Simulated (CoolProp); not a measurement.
A simple Rankine cycle with vinyl chloride: condensing at 331.15 K, boiler at 2.92 MPa, turbine inlet 429 K, turbine efficiency 0.85, pump efficiency 0.8, no recuperator. Each further row changes one setting.

Computed with CoolProp (reference Helmholtz-energy equation of state, Thol 2022).

| case | thermal efficiency (%) | net work (kJ/kg) | heat in (kJ/kg) | turbine exit temperature (K) | volume ratio over the turbine |
|---|---|---|---|---|---|
| as stated | 10.8 | 39.7 | 368 | 366.7 | 2.94 |
| condensing temperature 323.15 K | 12.2 | 46.5 | 380 | 357.2 | 3.53 |
| boiler pressure 2.04 MPa | 7.8 | 29.8 | 382 | 388.8 | 2.05 |
| turbine efficiency 0.75 | 9.4 | 34.6 | 368 | 371.3 | 2.99 |
